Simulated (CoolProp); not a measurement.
m-xylene along the isotherm 293.25 °C: fugacity coefficient from the reference equation and from simpler models built on Tc = 343.7 °C, pc = 35.35 bar, ω = 0.326; each cubic takes its own stable root.

Values from CoolProp's reference Helmholtz-energy equation of state, Zhou 2012.

```
p (bar)  phase  reference
-------  -----  ---------
0.0559     gas     0.9992
0.106      gas     0.9986
0.201      gas     0.9973
0.381      gas     0.9948
0.722      gas     0.9902
1.37       gas     0.9814
2.59       gas     0.9649
4.92       gas     0.9335
9.32       gas     0.8748
17.7       gas     0.7622
```

Problem. How far does each simpler model (van der Waals, Soave-Redlich-Kwong, Peng-Robinson) lie from the reference over these 10 states: mean and median of the absolute difference, and the worst?

Solution. 
- van der Waals: mean 1.4 %, median 0.4 %, worst +7.3 % at 293.25 °C and 17.7 bar
- Soave-Redlich-Kwong: mean 0.3 %, median 0.1 %, worst +1.8 % at 293.25 °C and 17.7 bar
- Peng-Robinson: mean 0.1 %, median 0.0 %, worst -0.3 % at 293.25 °C and 9.32 bar
